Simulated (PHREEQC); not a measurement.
Model water analysis in mg/L, 25 °C, pH 8.26, pe 10.7:

```tsv
constituent	mg/L
Na	3.09
K	4.13
Ca	14.5
Mg	0.167
Cl	0.875
S(6) as SO4	22.1
Alkalinity as HCO3	30.9
B	0.0107
Si as SiO2	1.7
Pb	0.0479
Li	0.00158
```

Valence states are taken as typed.

Model: ion-association model, wateq4f.dat, run in PHREEQC.

```json
{
 "ionic_strength": "0.00153 mol/kgw",
 "charge_balance_error": "-0.7 %"
}
```

```tsv
species	molality	activity	log γ
HCO3-	0.000488	0.000467	-0.019
Ca+2	0.000347	0.000292	-0.075
SO4-2	0.000219	0.000184	-0.075
Na+	0.000134	0.000129	-0.019
K+	0.000106	0.000101	-0.019
H4SiO4	2.75e-5	2.75e-5	0.000
```

No solid was allowed to form. Species that the database lacks are ignored.
